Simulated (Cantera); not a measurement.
NO annealing gas

An isothermal, constant-pressure homogeneous reactor starts with NO : N₂ = 1 : 9.2 (molar parts), at 1523 K and 1.40 bar.

Cantera simulation using GRI-Mech 3.0 (53 species, 325 reactions); the numbers are that mechanism's predictions, not measurements.

```csv
t (s),x NO,x N₂,x NO₂,x N₂O,x O
7.00e-5,0.0980,0.902,7.80e-9,1.16e-8,3.81e-9
0.000386,0.0980,0.902,6.03e-8,6.34e-8,4.29e-9
0.00213,0.0980,0.902,3.65e-7,3.35e-7,5.74e-9
0.0117,0.0980,0.902,2.38e-6,1.48e-6,1.46e-8
0.0648,0.0980,0.902,1.60e-5,3.24e-6,6.60e-8
0.357,0.0979,0.902,3.11e-5,3.38e-6,1.20e-7
1.97,0.0974,0.902,3.69e-5,3.34e-6,1.42e-7
10.9,0.0945,0.904,5.78e-5,3.15e-6,2.27e-7
60.0,0.0812,0.910,9.78e-5,2.33e-6,4.43e-7
```
x: mole fraction; the columns are a selection and need not sum to one.

Equilibrium at this temperature and pressure: NO 0.000726, N₂ 0.951, NO₂ 2.06e-6, N₂O 5.75e-8, O 1.03e-6 (gas phase only).
